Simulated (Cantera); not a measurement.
An adiabatic, constant-pressure homogeneous reactor starts with CO : H2 : O2 : N2 : H2O = 1 : 0.81 : 0.411 : 1.55 : 0.76 (molar parts), equivalence ratio 2.2, at 1175 K and 10.0 bar. Integrator tolerance rtol = 1e-08.

Model: GRI-Mech 3.0 (53 species, 325 reactions), integrated in Cantera. The hydrogen kinetics of GRI-Mech 3.0 are dated; newer H2 mechanisms differ, most at raised pressure.

```tsv
quantity	before	after
time of steepest temperature rise	0.197 ms	0.118 ms
temperature at 9.00 s	2420 K	2120 K
equilibrium temperature	2420 K	2120 K
x(CO) at 9.00 s	0.154 (gas-phase equilibrium 0.154)	0.373 (gas-phase equilibrium 0.373)
x(H2) at 9.00 s	0.0855 (gas-phase equilibrium 0.0855)	0.106 (gas-phase equilibrium 0.106)
x(O2) at 9.00 s	1.89e-5 (gas-phase equilibrium 1.89e-5)	9.81e-8 (gas-phase equilibrium 9.81e-8)
x(H2O2) at 9.00 s	2.38e-8 (gas-phase equilibrium 2.38e-8)	4.13e-10 (gas-phase equilibrium 4.13e-10)
x(O) at 9.00 s	1.33e-5 (gas-phase equilibrium 1.33e-5)	1.59e-7 (gas-phase equilibrium 1.59e-7)
x(H) at 9.00 s	0.00163 (gas-phase equilibrium 0.00163)	0.000365 (gas-phase equilibrium 0.000365)
x(OH) at 9.00 s	0.00105 (gas-phase equilibrium 0.00105)	6.51e-5 (gas-phase equilibrium 6.51e-5)
```

Problem. Which change was made?
A. initial temperature 1175 to 1800 K
B. initial temperature 1175 to 1223 K
C. initial temperature 1175 to 1700 K
D. CO 1 to 2.9 parts

Solution. D, CO 1 to 2.9 parts
